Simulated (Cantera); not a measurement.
Feed: 1 mol trisilylamine, 1.2 mol N2, 10 mol H2, at 41.0 Pa.

Cantera equilibrium calculation (NASA polynomials, part measured and part estimated; ideal gas, pure solids and liquids). Candidate condensed phases: Si, Si3N4; 18 gas species. The feed counts by its element totals alone. Mutual solubility and eutectic melting of coexisting phases are not modelled. Gases not in the tables: Si2H6 and higher silanes. Rates play no part.

Problem. Which condensed phases are stable at each of these points (T (K)): 723, 823, 923, 1023, 1123, 1223, 1323, 1423, 1523, 1623, 1723, 1823, 1923, 2023?

Solution. 
| T (K) | condensed phases | Si condensed (%) |
|---|---|---|
| 723 | Si(s) + Si3N4(s) | 100.0 |
| 823 | Si(s) + Si3N4(s) | 100.0 |
| 923 | Si(s) + Si3N4(s) | 100.0 |
| 1023 | Si(s) + Si3N4(s) | 100.0 |
| 1123 | Si(s) + Si3N4(s) | 100.0 |
| 1223 | Si(s) + Si3N4(s) | 100.0 |
| 1323 | Si(s) + Si3N4(s) | 100.0 |
| 1423 | Si(s) + Si3N4(s) | 100.0 |
| 1523 | Si(s) | 100.0 |
| 1623 | Si(s) | 99.8 |
| 1723 | Si(l) | 98.6 |
| 1823 | Si(l) | 93.7 |
| 1923 | Si(l) | 75.0 |
| 2023 | Si(l) | 4.4 |

From 723 K to 1423 K the condensed part is Si(s) + Si3N4(s). From 1523 K to 1623 K the condensed part is Si(s). From 1723 K to 2023 K the condensed part is Si(l).
